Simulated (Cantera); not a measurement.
## Diamond growth

A diamond (100) surface in a fixed gas of H2 with x(CH4) = 0.01, x(H) = 0.0013, x(CH3) = 0.00016, 19.5 Torr; coverages are run to steady state.

Computed with Cantera and the Harris–Goodwin 1993 mechanism for the reconstructed diamond (100) surface.

```
T (K)  growth (µm/h)  θ c6HH  θ c6H*  θ c6*H   θ c6**    θ c6HM
-----  -------------  ------  ------  ------  -------  --------
950             1.43   0.588  0.0128   0.304  0.00572    0.0687
1000            1.57   0.561  0.0170   0.348  0.00838    0.0475
1050            1.34   0.537  0.0219   0.391   0.0117    0.0263
1100           0.898   0.511  0.0271   0.429   0.0156    0.0112
1150           0.568   0.483  0.0323   0.457   0.0197   0.00403
1200           0.426   0.457  0.0374   0.479   0.0238   0.00138
1250           0.393   0.434  0.0424   0.494   0.0277  0.000478
1300           0.381   0.415  0.0473   0.505   0.0314  0.000167
1350           0.318   0.400  0.0519   0.512   0.0347   5.89e-5
1400           0.204   0.390  0.0563   0.516   0.0375   2.14e-5
```
θ: site fractions in the mechanism's names (c6HH fully hydrogenated, c6H* and c6*H radical sites, c6** diradical, c6HM methylated).
